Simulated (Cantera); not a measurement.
A perfectly stirred reactor is fed with 4.94 % CH₄, 2.37 % CO, 13.7 % O₂, 71.1 % N₂, 7.90 % H₂O, equivalence ratio 0.81, at 5.00 bar; it is adiabatic with a 475 K inlet, and is followed from long to short residence time, starting on the burning branch (τ in s: 0.02, 0.0089, 0.004, 0.0018, 0.00078, 0.00034, 0.00015, 6.7e-05, 3e-05, 1.3e-05, 5.9e-06).

Detailed kinetics in Cantera: GRI-Mech 3.0 (53 species, 325 reactions).

One state of this run: T (K) = 1749; x CH₄ = 3.52e-5; x CO = 0.00103; x O₂ = 0.0270; x H₂O = 0.179; x CH₃ = 8.50e-6. x: mole fraction; the columns are a selection and need not sum to one.

Which value of τ (s) does it belong to?
A. 0.00015
B. 1.3e-5
C. 3.0e-5
D. 0.0089

D, 0.0089
